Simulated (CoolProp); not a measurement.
Vapour-liquid equilibrium of CH2F2 (R32) (1) + propylene (2) at 277.5 K; x and y are mole fractions of (1).

Model: multi-fluid Helmholtz-energy mixture model, Tillner-Roth 1997 and Lemmon 2013; pair parameters Bell 2016, in CoolProp.

```csv
x,"bubble pressure, mixture model (MPa)","bubble pressure, Raoult's law (MPa)","y, mixture model","y, Raoult's law"
0.05,0.7586,0.6771,0.148,0.069
0.125,0.8705,0.6973,[?],0.167
0.2,0.9533,0.7174,[?],0.260
0.275,1.014,0.7376,[?],0.348
0.35,1.057,0.7578,0.501,0.431
0.425,1.088,0.7779,[?],0.509
0.5,1.108,0.7981,0.580,0.584
0.575,1.120,0.8183,0.614,0.655
0.65,1.124,0.8384,0.649,0.723
0.725,1.119,0.8586,0.689,0.787
0.8,1.103,0.8787,[?],0.849
0.875,1.068,0.8989,0.801,0.908
0.95,1.002,0.9191,0.899,0.964
```

Question: What belongs in the gaps?

Answer: 
- 0.125, y, mixture model: 0.291
- 0.2, y, mixture model: 0.383
- 0.275, y, mixture model: 0.450
- 0.425, y, mixture model: 0.543
- 0.8, y, mixture model: 0.736

The largest gap from Raoult's law is +39.9 % in bubble pressure, at x = 0.425. y crosses x between x = 0.575 and 0.65: the model has an azeotrope there.

Pair parameters are fitted to limited data, so mixtures are less certain than the pure fluids.
